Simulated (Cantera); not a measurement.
A freely propagating, adiabatic, planar premixed flame of 20.9 % H2, 15.8 % O2, 59.5 % N2, 3.76 % H2O, equivalence ratio 0.66, unburnt at 498 K and 0.120 bar; mixture-averaged transport, grid criteria slope 0.08 and curve 0.16, no radiation.

Detailed kinetics in Cantera: the H2/O2 subset of GRI-Mech 3.0, which has no nitrogen chemistry. Burning velocities carry a grid error of a few per cent, more on coarse grids. Lean hydrogen flames are cellular in practice and burn faster than this planar one.

Question: Predict: laminar burning velocity; thermal thickness; peak x(HO2); peak x(H2O2); peak x(H).

Answer: 
```json
{
 "laminar_burning_velocity": "299 cm/s",
 "thermal_thickness": "6.39 mm",
 "peak x(HO2)": "8.69e-5",
 "peak x(H2O2)": "5.82e-6",
 "peak x(H)": "0.0413"
}
```
